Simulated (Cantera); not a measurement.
A closed system holds: 1 mol Al(CH3)3, 7.4 mol H2O, 2.1 mol H2, equilibrated at 925 °C and 72.0 mbar.

Method: chemical equilibrium by Gibbs-energy minimisation in Cantera with the NASA 1993 tables (ideal gas, pure condensed phases). Candidate condensed phases: Al, Al2O3, C, C6H6, C7H8, C8H18, H2O; 121 gas species. The feed counts by its element totals alone. Rates play no part.

Base state: H2 0.677, CO 0.152, H2O 0.146, CO2 0.0241 (mole fractions); condensed: Al2O3(s).

### Question
What changes in the equilibrium state with this change: temperature from 925 °C to 550 °C?

### Answer
```
species         before   after
-------------  -------  ------
H2               0.677   0.691
H2O              0.146   0.127
CO               0.152  0.0996
CO2             0.0241  0.0661
CH4            7.10e-7  0.0166
Al2O3(s), mol    0.500   0.500
```

### Question
What changes in the equilibrium state with this change: Al(CH3)3 replaced by AlCl3?

### Answer
```tsv
species	before	after
H2O	0.146	0.536
HCl	0	0.273
H2	0.677	0.191
CO	0.152	0
CO2	0.0241	0
Al2O3(s), mol	0.500	0.500
```
Further candidate phases: AlCl3.
